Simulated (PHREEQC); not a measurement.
PHREEQC input (Pitzer model, pitzer.dat):

```
SOLUTION 1
  temp 40
  units mol/kgw
  pH 7 charge
  C(4) 0.0058
  K 0.0398
  S(6) 0.017
END
USE solution 1
INCREMENTAL_REACTIONS false
REACTION 1
  H2O -1
  0 9.886 18.011 24.689 30.178 34.689 38.397 41.444
  43.949 46.007 47.699 49.089 50.232 51.172 51.944 52.578
  53.1 53.528 53.88 54.17 54.408 54.603 54.764 54.896
  55.005 55.094 55.168 55.228 moles
EQUILIBRIUM_PHASES 1
  Arcanite 0 0
  Kalicinite 0 0
  Misenite 0 0
SELECTED_OUTPUT 1
  -reset false
  -pH true
  -pe true
  -ionic_strength true
  -water true
  -activities H2O
  -totals C K S
  -molalities H+ K+ CO3-2 SO4-2 OH- HCO3- CO2 HSO4-
  -equilibrium_phases Arcanite Kalicinite Misenite
PRINT
  -reset false
END
```

Selected output (columns that matter, 23 of 28 rows; water left (kg) added in front):

```
water left (kg)	pH	mu	C	K	S	m_H+	m_K+	m_SO4-2	m_OH-	m_HCO3-	la_H2O	Arcanite
1	8.0647	0.056871	0.0058	0.0398	0.017	1.1254e-08	0.0398	0.017	4.1875e-06	0.0056535	-0.00043005	0
0.821894	8.0536	0.069197	0.0070569	0.048425	0.020684	1.183e-08	0.048425	0.020684	4.1417e-06	0.0068763	-0.00051824	0
0.675514	8.0413	0.084193	0.0085861	0.058918	0.025166	1.249e-08	0.058918	0.025166	4.0878e-06	0.0083634	-0.00062432	0
0.456313	8.0141	0.12464	0.012711	0.087221	0.037255	1.4097e-08	0.087221	0.037255	3.9595e-06	0.012372	-0.000905	0
0.375043	7.9993	0.15166	0.015465	0.10612	0.045328	1.5066e-08	0.10612	0.045328	3.8864e-06	0.015047	-0.001089	0
0.30824	7.9838	0.18453	0.018817	0.12912	0.055152	1.6162e-08	0.12912	0.055152	3.8079e-06	0.018301	-0.0013101	0
0.253345	7.9676	0.22452	0.022894	0.1571	0.067102	1.74e-08	0.1571	0.067102	3.7242e-06	0.022258	-0.0015756	0
0.171138	7.9337	0.33238	0.033891	0.23256	0.099335	2.037e-08	0.23256	0.099335	3.5417e-06	0.032926	-0.0022768	0
0.140655	7.916	0.40442	0.041236	0.28296	0.12086	2.2138e-08	0.28296	0.12086	3.4426e-06	0.040049	-0.0027357	0
0.115613	7.8979	0.49202	0.050167	0.34425	0.14704	2.4116e-08	0.34425	0.14704	3.3378e-06	0.048708	-0.0032858	0
0.0950205	7.8793	0.59866	0.061039	0.41886	0.17891	2.6317e-08	0.41886	0.17891	3.2269e-06	0.059248	-0.0039455	0
0.0641772	7.841	0.88639	0.090375	0.62016	0.26489	3.1362e-08	0.62016	0.26489	2.9851e-06	0.087689	-0.0056846	0
0.052755	7.8214	1.0783	0.10994	0.75443	0.32224	3.4117e-08	0.75443	0.32224	2.8537e-06	0.10667	-0.0068203	0
0.0433507	7.8014	1.3122	0.13379	0.91809	0.39215	3.6886e-08	0.91809	0.39215	2.7149e-06	0.12981	-0.0081868	0
0.0356398	7.7814	1.5961	0.16274	1.1167	0.47699	3.943e-08	1.1167	0.47699	2.57e-06	0.15793	-0.0098283	0
0.0292982	7.7615	1.9416	0.19796	1.3584	0.58024	4.1383e-08	1.3584	0.58024	2.4195e-06	0.19218	-0.011814	0
0.0197857	7.7404	2.3234	0.29314	1.6439	0.67536	4.2366e-08	1.6439	0.67536	2.2522e-06	0.28468	-0.014467	0.0036376
0.0162726	7.7365	2.3308	0.35643	1.6692	0.65639	4.258e-08	1.6692	0.65639	2.221e-06	0.34607	-0.015019	0.0063188
0.013372	7.7317	2.3425	0.43374	1.702	0.63412	4.2866e-08	1.702	0.63412	2.1825e-06	0.42104	-0.015709	0.0085205
0.0109939	7.7256	2.3607	0.52756	1.7444	0.60843	4.3249e-08	1.7444	0.60843	2.1354e-06	0.51197	-0.016568	0.010311
0.00742679	7.7088	2.4314	0.78096	1.8734	0.5462	4.4473e-08	1.8734	0.5462	2.0071e-06	0.75734	-0.019008	0.012943
0.00609363	7.6971	2.4959	0.95181	1.9715	0.50983	4.5443e-08	1.9715	0.50983	1.9209e-06	0.92264	-0.020743	0.013893
0.00501269	7.683	2.5896	1.1571	2.1001	0.47153	4.6741e-08	2.1001	0.47153	1.8192e-06	1.1211	-0.022913	0.014636
```

Species that the database lacks are ignored. Away from 25 °C the constants follow the database's enthalpies or fits; those with neither stay at their 25 °C values.
